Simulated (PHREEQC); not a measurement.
A column of 0.1 m (40 cells, dispersivity 0.0035 m, 3600 s a shift, diffusion coefficient 3e-10 m²/s) holds 0.051 eq of the database's cation exchanger X per kg of pore water, first in equilibrium with 0.0039 mol/kgw SrCl2 and 1e-05 mol/kgw HCl. It is flushed with 19 mmol/kgw MnCl2, 20 mmol/kgw SrCl2 and 0.01 mmol/kgw HCl, at 25 °C. Values are for the last cell. No CO2 enters from the air. No solid was allowed to form.

Model: ion-association model, phreeqc.dat, run in PHREEQC.

### Question
Predict Mn in solution (mol/kgw), MnX2 on the exchanger (mol/kgw) at pore volumes = 1.012, 2.888, 3.638.

### Answer
```csv
pore volumes,Mn in solution (mol/kgw),MnX2 on the exchanger (mol/kgw)
1.012,0.00325,0.00141
2.888,0.0189,0.00652
3.638,0.0190,0.00655
```
